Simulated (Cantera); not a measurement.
Mixture: CH4 : C2H6 : C3H8 : O2 : N2 : H2O = 1 : 0.18 : 0.42 : 7.17 : 26.9 : 2.6 (molar parts), at 705 Torr, adiabatic and at constant volume. Ignition delay is the time to a rise of 400 K.

Detailed kinetics in Cantera: GRI-Mech 3.0 (53 species, 325 reactions). GRI-Mech 3.0 was tuned for natural gas; its chemistry of propane as a main component is partial and can be far from experiment.

```
quantity                                                before       after
--------------------------------------------------  ----------  ----------
delay at 1150 K                                        8.85 ms     2.62 ms
delay at 1300 K                                       0.854 ms    0.318 ms
delay at 1450 K                                       0.145 ms     54.3 µs
delay at 1600 K                                        42.5 µs     14.3 µs
delay at 1750 K                                        18.5 µs     5.42 µs
apparent activation energy between 1600 and 1750 K  130 kJ/mol  150 kJ/mol
```

Name the change that produced these shifts.
A) constant pressure in place of constant volume
B) pressure from 705 Torr to 15800 Torr
C) pressure from 705 Torr to 3750 Torr
D) pressure from 705 Torr to 240 Torr

C, pressure from 705 Torr to 3750 Torr
